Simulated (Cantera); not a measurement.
Source: NASA polynomial tables (part measured, part estimated), evaluated in Cantera. Values are per mole of reaction as written; species without (g) are pure solids or liquids, kept so even where they would boil at 1 bar.

CaS → S + Ca

```json
[
 {"T (K)": "300", "ΔH° (kJ)": "?", "ΔS° (J/K)": "?", "ΔG° (kJ)": "?", "log10 K": "?", "condensed phases": "CaS(s), S(s), Ca(s)"},
 {"T (K)": "375", "ΔH° (kJ)": "?", "ΔS° (J/K)": "?", "ΔG° (kJ)": "?", "log10 K": "?", "condensed phases": "CaS(s), S(s), Ca(s)"},
 {"T (K)": "425", "ΔH° (kJ)": "476.0", "ΔS° (J/K)": "25.2", "ΔG° (kJ)": "465.3", "log10 K": "-57.19", "condensed phases": "CaS(s), S(l), Ca(s)"},
 {"T (K)": "475", "ΔH° (kJ)": "476.9", "ΔS° (J/K)": "27.2", "ΔG° (kJ)": "464.0", "log10 K": "-51.02", "condensed phases": "CaS(s), S(l), Ca(s)"},
 {"T (K)": "525", "ΔH° (kJ)": "477.8", "ΔS° (J/K)": "29.1", "ΔG° (kJ)": "462.6", "log10 K": "-46.02", "condensed phases": "CaS(s), S(l), Ca(s)"},
 {"T (K)": "575", "ΔH° (kJ)": "?", "ΔS° (J/K)": "?", "ΔG° (kJ)": "?", "log10 K": "?", "condensed phases": "CaS(s), S(l), Ca(s)"},
 {"T (K)": "625", "ΔH° (kJ)": "479.4", "ΔS° (J/K)": "31.8", "ΔG° (kJ)": "459.5", "log10 K": "-38.40", "condensed phases": "CaS(s), S(l), Ca(s)"},
 {"T (K)": "675", "ΔH° (kJ)": "480.0", "ΔS° (J/K)": "32.8", "ΔG° (kJ)": "457.9", "log10 K": "-35.43", "condensed phases": "CaS(s), S(l), Ca(s)"},
 {"T (K)": "725", "ΔH° (kJ)": "?", "ΔS° (J/K)": "?", "ΔG° (kJ)": "?", "log10 K": "?", "condensed phases": "CaS(s), S(l), Ca(s)"},
 {"T (K)": "775", "ΔH° (kJ)": "481.9", "ΔS° (J/K)": "35.3", "ΔG° (kJ)": "454.5", "log10 K": "-30.63", "condensed phases": "CaS(s), S(l), Ca(s)"}
]
```

Q: Complete the blanks.

A: 
- 300, ΔH° (kJ): 473.2
- 300, ΔS° (J/K): 18.0
- 300, ΔG° (kJ): 467.8
- 300, log10 K: -81.45
- 375, ΔH° (kJ): 473.8
- 375, ΔS° (J/K): 19.5
- 375, ΔG° (kJ): 466.4
- 375, log10 K: -64.97
- 575, ΔH° (kJ): 478.7
- 575, ΔS° (J/K): 30.6
- 575, ΔG° (kJ): 461.1
- 575, log10 K: -41.89
- 725, ΔH° (kJ): 481.5
- 725, ΔS° (J/K): 34.8
- 725, ΔG° (kJ): 456.2
- 725, log10 K: -32.87
